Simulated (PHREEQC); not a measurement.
1.1 g of hydrous ferric oxide (600 m²/g; 0.2 weak and 0.005 strong sites per Fe, Dzombak-Morel constants, diffuse double layer) in 1 kg of water with 0.005 mol/kgw of an inert sodium salt and 0.0058 mol/kgw MnCl2 and 0.00043 mol/kgw Ag2SO4, at 25 °C; the pH is set by adding NaOH or the inert anion's acid. No oxygen is let in. No CO2 enters from the air. Nothing may precipitate in this run.

Base run: PHREEQC, ion-association model, wateq4f.dat. Each further column changes one thing. The table gives S sorbed (%).

| pH | base | no electrostatic term (-no_edl) | background salt from 0.005 to 0.0005 mol/kgw | oxide from 1.1 to 5.5 g/kgw |
|---|---|---|---|---|
| 4 | 99.8 | 0.3 | 99.8 | 100.0 |
| 4.5 | 99.4 | 0.3 | 99.6 | 100.0 |
| 5 | 98.1 | 0.3 | 98.4 | 99.9 |
| 5.5 | 92.8 | 0.3 | 93.6 | 99.7 |
| 6 | 77.9 | 0.3 | 79.4 | 98.7 |
| 6.5 | 58.1 | 0.3 | 60.0 | 95.1 |
| 7 | 49.1 | 0.1 | 51.1 | 88.6 |
| 7.5 | 42.3 | 0.0 | 44.3 | 77.5 |
| 8 | 28.5 | 0.0 | 30.1 | 53.4 |
| 8.5 | 14.3 | 0.0 | 15.3 | 22.0 |
| 9 | 5.6 | 0.0 | 6.1 | 5.0 |
| 9.5 | 1.9 | 0.0 | 2.1 | 0.9 |
| 10 | 0.6 | 0.0 | 0.7 | 0.1 |

In at least one series the solution becomes supersaturated in solids that the run did not let form, among them Pyrochroite, Cerargyrite.
